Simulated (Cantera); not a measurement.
A freely propagating, adiabatic, planar premixed flame of 2.45 % C3H8, 18.0 % O2, 79.5 % N2, unburnt at 450 K and 3750 Torr; mixture-averaged transport, grid criteria slope 0.08 and curve 0.16, no radiation.

Model: GRI-Mech 3.0 (53 species, 325 reactions), integrated in Cantera. GRI-Mech 3.0 was tuned for natural gas; its chemistry of propane as a main component is partial and can be far from experiment. Burning velocities carry a grid error of a few per cent, more on coarse grids.

Predict: laminar burning velocity; thermal thickness; peak x(C2H); peak x(HCO); peak x(HCN); peak x(HO2).


| Item | Value |
|---|---|
| laminar burning velocity | 20.5 cm/s |
| thermal thickness | 0.178 mm |
| peak x(C2H) | 4.12e-8 |
| peak x(HCO) | 7.85e-6 |
| peak x(HCN) | 6.87e-8 |
| peak x(HO2) | 0.000279 |
